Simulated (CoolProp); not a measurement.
The numbers come from the reference Helmholtz-energy equation of state, Span 2003 in CoolProp. It is a short technical equation, of lower accuracy than the large ones.

Question: For n-heptane, give the phase and the Prandtl number at 548.9 K and 0.0283 MPa; 548.9 K and 0.0611 MPa; 548.9 K and 0.0896 MPa.

Answer: 
- 548.9 K and 0.0283 MPa: gas; Prandtl number 0.745
- 548.9 K and 0.0611 MPa: gas; Prandtl number 0.743
- 548.9 K and 0.0896 MPa: gas; Prandtl number 0.742

Viscosity comes from a separate model (Michailidou 2014). Thermal conductivity comes from a separate model (Assael 2013).
